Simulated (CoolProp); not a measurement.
A closed Brayton cycle with carbon dioxide: compressor inlet 319.15 K and 7.8 MPa, high pressure 22.5 MPa, turbine inlet 765 K, compressor efficiency 0.8, turbine efficiency 0.85, recuperator effectiveness 0.95 (on enthalpy, no pinch check). Each further row changes one setting.

The numbers come from the reference Helmholtz-energy equation of state, Span 1996 in CoolProp.

| case | thermal efficiency (%) | net work (kJ/kg) | compressor to turbine work | compressor exit (K) | turbine exit (K) |
|---|---|---|---|---|---|
| as stated | 29.8 | 63.3 | 0.47 | 408.2 | 650.7 |
| turbine inlet 715 K | 27.0 | ? | ? | 408.2 | 604.7 |
| compressor inlet 329.15 K | 27.6 | ? | 0.53 | ? | 650.7 |
| high pressure 19.1 MPa | 29.8 | ? | 0.45 | ? | ? |
| recuperator effectiveness 0.5 | 18.8 | 63.3 | 0.47 | 408.2 | 650.7 |

Complete the blanks.


- turbine inlet 715 K, net work (kJ/kg): 54.0
- turbine inlet 715 K, compressor to turbine work: 0.51
- compressor inlet 329.15 K, net work (kJ/kg): 55.5
- compressor inlet 329.15 K, compressor exit (K): 425.7
- high pressure 19.1 MPa, net work (kJ/kg): 56.7
- high pressure 19.1 MPa, compressor exit (K): 393.9
- high pressure 19.1 MPa, turbine exit (K): 668.0
